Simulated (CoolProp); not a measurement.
Vapour-liquid equilibrium of CH2F2 (R32) (1) + R142b (2) at 23.75 °C; x and y are mole fractions of (1).

Model: multi-fluid Helmholtz-energy mixture model, Tillner-Roth 1997 and Lemmon 2006; pair parameters Bell 2016, in CoolProp.

Q: Give the bubble pressure and the first vapour's composition at x = 0.2, 0.5, 0.95. Is there an azeotrope?

A: x = 0.2: 0.6130 MPa, y = 0.537; x = 0.5: 1.026 MPa, y = 0.797; x = 0.95: 1.570 MPa, y = 0.979. No azeotrope shows between x = 0.05 and 0.95.

The pair parameters rest on a limited set of measurements; away from them the model extrapolates.
